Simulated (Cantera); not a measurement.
What does this Cantera script print?

```python
import numpy as np
import cantera as ct

gas_names = """
    C CN CO CO2 C2 CCN CNC C2N2 C2O C3 C3O2 C4 C4N2 C5 N NCO NO NO2 NO3 N2 N2O O O2 O3 Pb PbO Pb2
""".split()
cond_names = """
    C(gr) Pb(cr) Pb(L) PbO(rd) PbO(yw) PbO(L) PbO2(s) Pb3O4(s)
""".split()


# ... load() reads the species with a 1 bar reference pressure and builds the phases ...
atoms = {
    'PbO': {'Pb': 1, 'O': 1},
    'N2': {'N': 2},
    'CO': {'C': 1, 'O': 1},
}
top_T = {'C(gr)': 4500, 'Pb3O4(s)': 820}  # K; cautious upper limits of use, not melting points


# ... equilibrate(T, P, feed) seeds the gas with the atoms and calls Mixture.equilibrate('TP', solver="vcs", rtol=1e-11, max_steps=5000) ...
results = []
P = 48  # Pa
for T in [1073, 1123, 1173, 1223, 1273, 1323, 1373, 1423, 1473, 1523, 1573, 1623, 1673]:
    for m in [4.4, 17, 30, 43, 56, 68, 81]:
        feed = {'PbO': 1, 'N2': m, 'CO': 0.12}  # mol
        mix = equilibrate(T, P, feed)
        results.append((T, P, feed, dict(zip(mix.species_names, mix.species_moles))))

for T, P, feed, n in results:
    print(f"{T:7g} {feed['N2']:10.4g}  " + (" + ".join(c for c in cond_names if n.get(c, 0) > 1e-12) or "gas only"))
```

Result:

```
   1073        4.4  PbO(yw)
   1073         17  PbO(yw)
   1073         30  PbO(yw)
   1073         43  PbO(yw)
   1073         56  PbO(yw)
   1073         68  PbO(yw)
   1073         81  PbO(yw)
   1123        4.4  PbO(yw)
   1123         17  PbO(yw)
   1123         30  PbO(yw)
   1123         43  gas only
   1123         56  gas only
   1123         68  gas only
   1123         81  gas only
   1173        4.4  PbO(L)
   1173         17  gas only
   1173         30  gas only
   1173         43  gas only
   1173         56  gas only
   1173         68  gas only
   1173         81  gas only
   1223        4.4  gas only
   1223         17  gas only
   1223         30  gas only
   1223         43  gas only
   1223         56  gas only
   1223         68  gas only
   1223         81  gas only
   1273        4.4  gas only
   1273         17  gas only
   1273         30  gas only
   1273         43  gas only
   1273         56  gas only
   1273         68  gas only
   1273         81  gas only
   1323        4.4  gas only
   1323         17  gas only
   1323         30  gas only
   1323         43  gas only
   1323         56  gas only
   1323         68  gas only
   1323         81  gas only
   1373        4.4  gas only
   1373         17  gas only
   1373         30  gas only
   1373         43  gas only
   1373         56  gas only
   1373         68  gas only
   1373         81  gas only
   1423        4.4  gas only
   1423         17  gas only
   1423         30  gas only
   1423         43  gas only
   1423         56  gas only
   1423         68  gas only
   1423         81  gas only
   1473        4.4  gas only
   1473         17  gas only
   1473         30  gas only
   1473         43  gas only
   1473         56  gas only
   1473         68  gas only
   1473         81  gas only
   1523        4.4  gas only
   1523         17  gas only
   1523         30  gas only
   1523         43  gas only
   1523         56  gas only
   1523         68  gas only
   1523         81  gas only
   1573        4.4  gas only
   1573         17  gas only
   1573         30  gas only
   1573         43  gas only
   1573         56  gas only
   1573         68  gas only
   1573         81  gas only
   1623        4.4  gas only
   1623         17  gas only
   1623         30  gas only
   1623         43  gas only
   1623         56  gas only
   1623         68  gas only
   1623         81  gas only
   1673        4.4  gas only
   1673         17  gas only
   1673         30  gas only
   1673         43  gas only
   1673         56  gas only
   1673         68  gas only
   1673         81  gas only
```

Method: chemical equilibrium by Gibbs-energy minimisation in Cantera with the NASA 1993 tables (ideal gas, pure condensed phases).
